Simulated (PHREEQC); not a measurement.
Dissolve 0.055 mol HF, 0.0086 mol (NH4)2SiF6, 0.00017 mol H3AsO4 and 9.9e-05 mol H2SO4 per kg of water at 25 °C. Closed to the air; pH follows from the charge balance.

Model: ion-association model, wateq4f.dat, run in PHREEQC.

No solid was allowed to form.

Problem. Order these F species by the share of F that they hold, largest first: SiF6-2, H2F2, HF, F-, HF2-.

Solution. SiF6-2 (48 %), HF (37 %), H2F2 (7.7 %), F- (5.2 %), HF2- (1.6 %)

The pH is 2.24 and the ionic strength 0.0325 mol/kgw. wateq4f.dat counts part of the HF as a dimer, H2F2, which phreeqc.dat doesn't know; its constant is uncertain. SiF6-2 is the database's only silicon fluoride.
